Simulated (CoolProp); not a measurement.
Nitrogen at 492.94 K and 9.69 MPa is throttled through a valve to 6.56 MPa with no heat exchange. Each further row changes one setting.

The numbers come from the reference Helmholtz-energy equation of state, Span 2000 in CoolProp.

| case | temperature change (K) | final phase | final density (kg/m³) |
|---|---|---|---|
| as stated | -0.7 | supercritical | ___ |
| outlet pressure 1.97 MPa | ___ | gas | 13.4 |
| outlet pressure 8.53 MPa | ___ | supercritical | 56.2 |

### Question
Complete the blanks.

### Answer

- as stated, final density (kg/m³): 43.7
- outlet pressure 1.97 MPa, temperature change (K): -2.2
- outlet pressure 8.53 MPa, temperature change (K): -0.2
